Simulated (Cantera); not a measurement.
A Cantera script and what it prints.

```python
import numpy as np
import cantera as ct

gas_names = [...]  # 110 gases of nasa_gas.yaml made of C, H, O
cond_names = """
    C(gr) C6H6(L) C7H8(L) C8H18(L),n-octa H2O(s) H2O(L)
""".split()


# ... load() reads the species with a 1 bar reference pressure and builds the phases ...
atoms = {
    'CH3OH': {'C': 1, 'H': 4, 'O': 1},
    'O2': {'O': 2},
}
top_T = {'C(gr)': 4500}  # K; cautious upper limits of use, not melting points


# ... equilibrate(T, P, feed) seeds the gas with the atoms and calls Mixture.equilibrate('TP', solver="vcs", rtol=1e-11, max_steps=5000) ...
results = []
feed = {'CH3OH': 1, 'O2': 1.7}  # mol
T = 2023.15  # K
P = 5400000  # Pa
mix = equilibrate(T, P, feed)
results.append((T, P, feed, dict(zip(mix.species_names, mix.species_moles))))
x = sorted(zip(gas.X, gas.species_names), reverse=True)
print(f"T = {T:g} K  P = {P:g} Pa  gas = {mix.phase_moles(0):.4g} mol")
print("   x: " + "  ".join(f"{s} {v:.3e}" for v, s in x if v > 0.001))
print("   condensed (mol): " + ("  ".join(f"{mix.phase(i).name} {mix.phase_moles(i):.4g}"
      for i in range(1, mix.n_phases) if mix.phase_moles(i) > 1e-12) or "none"))
```

Result:

```
T = 2023.15 K  P = 5.4e+06 Pa  gas = 3.202 mol
   x: H2O 6.237e-01  CO2 3.120e-01  O2 6.225e-02  OH 1.556e-03
   condensed (mol): none
```

Method: chemical equilibrium by Gibbs-energy minimisation in Cantera with the NASA 1993 tables (ideal gas, pure condensed phases). The ideal-gas law is rough above about 30 bar.
